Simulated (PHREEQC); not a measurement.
Make-up at 20 °C: 0.012 mol/kgw FeCl3, 0.00039 mol/kgw ZnCl2 and 0.00015 mol/kgw NaCl. Closed to the air; pH follows from the charge balance.

Equilibrium calculation in PHREEQC: ion-association model, phreeqc.dat.

Each row changes one thing in this solution. This is a speciation only: nothing precipitates in the calculation.

```tsv
case	pH	ionic strength (mol/kgw)	Fe+3 (mol/kgw)	FeOH+2 (mol/kgw)	FeCl+2 (mol/kgw)	Fe2(OH)2+4 (mol/kgw)	SI of Fe(OH)3(a) (Fe(OH)3)	SI of Goethite (FeOOH)
as made	2.33	0.0624	0.00480	0.00248	0.00175	0.00114	-0.88	+4.83
ZnCl2 from 0.00039 to 0.000585 mol/kgw	2.33	0.0629	0.00479	0.00247	0.00176	0.00114	-0.88	+4.83
0.00039 mol/kgw LiOH added	2.35	0.0624	0.00469	0.00251	0.00171	0.00118	-0.84	+4.87
ZnCl2 left out	2.33	0.0613	0.00482	0.00249	0.00172	0.00114	-0.88	+4.83
FeCl3 from 0.012 to 0.0108 mol/kgw	2.36	0.0563	0.00430	0.00240	0.00145	0.00102	-0.82	+4.89
0.008 mol/kgw KOH added	2.76	0.0646	0.00214	0.00299	0.000796	0.00169	+0.07	+5.78
```

Some of these states are supersaturated (in Hematite (slow to form), Goethite (slow to form), Fe(OH)3(a), for instance).
